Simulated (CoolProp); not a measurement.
Saturation properties of ethylene.

Model: reference Helmholtz-energy equation of state, Smukala 2000, in CoolProp.

```json
[
 {"T (K)": "181.1", "p (MPa)": "0.1924", "vapour density (kg/m³)": "3.782", "enthalpy of vaporisation (kJ/kg)": "464.7"},
 {"T (K)": "184.4", "p (MPa)": "0.2267", "vapour density (kg/m³)": "4.407", "enthalpy of vaporisation (kJ/kg)": "459.4"},
 {"T (K)": "187.6", "p (MPa)": "0.2643", "vapour density (kg/m³)": "5.085", "enthalpy of vaporisation (kJ/kg)": "454.2"},
 {"T (K)": "190.9", "p (MPa)": "0.3078", "vapour density (kg/m³)": "5.865", "enthalpy of vaporisation (kJ/kg)": "448.7"},
 {"T (K)": "194.1", "p (MPa)": "0.3548", "vapour density (kg/m³)": "6.706", "enthalpy of vaporisation (kJ/kg)": "443.1"},
 {"T (K)": "197.4", "p (MPa)": "0.4088", "vapour density (kg/m³)": "7.666", "enthalpy of vaporisation (kJ/kg)": "437.2"},
 {"T (K)": "200.6", "p (MPa)": "0.4668", "vapour density (kg/m³)": "8.694", "enthalpy of vaporisation (kJ/kg)": "431.3"},
 {"T (K)": "203.9", "p (MPa)": "0.5327", "vapour density (kg/m³)": "9.863", "enthalpy of vaporisation (kJ/kg)": "425.1"},
 {"T (K)": "207.1", "p (MPa)": "0.6030", "vapour density (kg/m³)": "11.11", "enthalpy of vaporisation (kJ/kg)": "418.8"},
 {"T (K)": "210.4", "p (MPa)": "0.6823", "vapour density (kg/m³)": "12.52", "enthalpy of vaporisation (kJ/kg)": "412.1"},
 {"T (K)": "213.6", "p (MPa)": "0.7663", "vapour density (kg/m³)": "14.02", "enthalpy of vaporisation (kJ/kg)": "405.3"},
 {"T (K)": "216.9", "p (MPa)": "0.8606", "vapour density (kg/m³)": "15.71", "enthalpy of vaporisation (kJ/kg)": "398.1"},
 {"T (K)": "220.1", "p (MPa)": "0.9598", "vapour density (kg/m³)": "17.51", "enthalpy of vaporisation (kJ/kg)": "390.8"},
 {"T (K)": "223.4", "p (MPa)": "1.071", "vapour density (kg/m³)": "19.54", "enthalpy of vaporisation (kJ/kg)": "383.0"},
 {"T (K)": "226.6", "p (MPa)": "1.187", "vapour density (kg/m³)": "21.68", "enthalpy of vaporisation (kJ/kg)": "375.1"}
]
```

It boils at 169.4 K under 1 atm.
